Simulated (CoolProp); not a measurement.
Values from CoolProp's reference Helmholtz-energy equation of state, Akasaka 2023.

### Question
Give the vapour pressure (MPa), liquid density (kg/m³), vapour density (kg/m³), enthalpy of vaporisation (kJ/kg) of saturated R1336mzz(E) at 264.5, 280.3 K.

### Answer
| T (K) | p (MPa) | liquid density (kg/m³) | vapour density (kg/m³) | enthalpy of vaporisation (kJ/kg) |
|---|---|---|---|---|
| 264.5 | 0.0492 | 1420 | 3.78 | 162 |
| 280.3 | 0.0984 | 1380 | 7.28 | 154 |
